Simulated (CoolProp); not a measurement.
Saturation properties of fluorine (Tc = -128.7 °C, pc = 5.240 MPa, ω = 0.045).

The numbers come from the reference Helmholtz-energy equation of state, de Reuck 1990 in CoolProp.

```json
[
 {"T (°C)": "-196.75", "p (MPa)": "0.03329", "liquid density (kg/m³)": "1561", "vapour density (kg/m³)": "2.024", "enthalpy of vaporisation (kJ/kg)": "181.9"},
 {"T (°C)": "-193.55", "p (MPa)": "0.05186", "liquid density (kg/m³)": "1539", "vapour density (kg/m³)": "3.044", "enthalpy of vaporisation (kJ/kg)": "179.2"},
 {"T (°C)": "-190.25", "p (MPa)": "0.07877", "liquid density (kg/m³)": "1517", "vapour density (kg/m³)": "4.473", "enthalpy of vaporisation (kJ/kg)": "176.3"},
 {"T (°C)": "-186.95", "p (MPa)": "0.1155", "liquid density (kg/m³)": "1494", "vapour density (kg/m³)": "6.368", "enthalpy of vaporisation (kJ/kg)": "173.3"},
 {"T (°C)": "-183.65", "p (MPa)": "0.1644", "liquid density (kg/m³)": "1470", "vapour density (kg/m³)": "8.818", "enthalpy of vaporisation (kJ/kg)": "170.0"},
 {"T (°C)": "-180.35", "p (MPa)": "0.2276", "liquid density (kg/m³)": "1446", "vapour density (kg/m³)": "11.92", "enthalpy of vaporisation (kJ/kg)": "166.6"},
 {"T (°C)": "-177.05", "p (MPa)": "0.3077", "liquid density (kg/m³)": "1421", "vapour density (kg/m³)": "15.79", "enthalpy of vaporisation (kJ/kg)": "163.0"},
 {"T (°C)": "-173.75", "p (MPa)": "0.4071", "liquid density (kg/m³)": "1395", "vapour density (kg/m³)": "20.53", "enthalpy of vaporisation (kJ/kg)": "159.1"},
 {"T (°C)": "-170.45", "p (MPa)": "0.5286", "liquid density (kg/m³)": "1368", "vapour density (kg/m³)": "26.27", "enthalpy of vaporisation (kJ/kg)": "155.0"},
 {"T (°C)": "-167.15", "p (MPa)": "0.6749", "liquid density (kg/m³)": "1340", "vapour density (kg/m³)": "33.17", "enthalpy of vaporisation (kJ/kg)": "150.6"},
 {"T (°C)": "-163.85", "p (MPa)": "0.8485", "liquid density (kg/m³)": "1311", "vapour density (kg/m³)": "41.40", "enthalpy of vaporisation (kJ/kg)": "145.9"},
 {"T (°C)": "-160.55", "p (MPa)": "1.052", "liquid density (kg/m³)": "1281", "vapour density (kg/m³)": "51.17", "enthalpy of vaporisation (kJ/kg)": "140.8"},
 {"T (°C)": "-157.35", "p (MPa)": "1.282", "liquid density (kg/m³)": "1251", "vapour density (kg/m³)": "62.36", "enthalpy of vaporisation (kJ/kg)": "135.4"},
 {"T (°C)": "-154.05", "p (MPa)": "1.553", "liquid density (kg/m³)": "1217", "vapour density (kg/m³)": "76.01", "enthalpy of vaporisation (kJ/kg)": "129.5"},
 {"T (°C)": "-150.75", "p (MPa)": "1.864", "liquid density (kg/m³)": "1181", "vapour density (kg/m³)": "92.27", "enthalpy of vaporisation (kJ/kg)": "122.8"}
]
```

It boils at -188.1 °C under 1 atm.
